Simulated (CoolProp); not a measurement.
Propylene glycol at several states: Z from the reference equation and from simpler models built on Tc = 674.0 K, pc = 7.292 MPa, ω = 0.327; each cubic takes its own stable root.

Computed with CoolProp (reference Helmholtz-energy equation of state, Eisenbach 2021).

| T (K) | p (MPa) | phase | reference |
|---|---|---|---|
| 317.5 | 42.6 | liquid | 1.182 |
| 413.4 | 0.0234 | liquid | 0.0005523 |
| 495.7 | 25.2 | liquid | 0.5255 |
| 505.1 | 6.25 | liquid | 0.1327 |
| 354.6 | 13.4 | liquid | 0.3471 |

Task: How far does each simpler model (Redlich-Kwong, Soave-Redlich-Kwong) lie from the reference over these 5 states: mean and median of the absolute difference, and the worst?

Result: 
- Redlich-Kwong: mean 36043.9 %, median 4.4 %, worst +180200.6 % at 413.4 K and 0.0234 MPa
- Soave-Redlich-Kwong: mean 36015.9 %, median 1.4 %, worst +180073.8 % at 413.4 K and 0.0234 MPa

At some of these states Redlich-Kwong, Soave-Redlich-Kwong gives the other phase, because its saturation line lies elsewhere.
